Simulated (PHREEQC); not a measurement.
A solution holds 0.12 mol/kgw CaCl2 and 0.003 mol/kgw MgSO4, at 25 °C. Closed to the air; pH follows from the charge balance.

Computed with PHREEQC (ion-association model, phreeqc.dat).

No solid was allowed to form.

Q: What activity of water, specific conductance, density does the model give?

A: activity of water 0.994; specific conductance 21600 µS/cm; density 1.008 g/cm³.

Q: In which forms is S present?

A: CaSO4 54 %, SO4-2 44 %, MgSO4 2.0 % of the S.

Species that the database lacks are ignored.
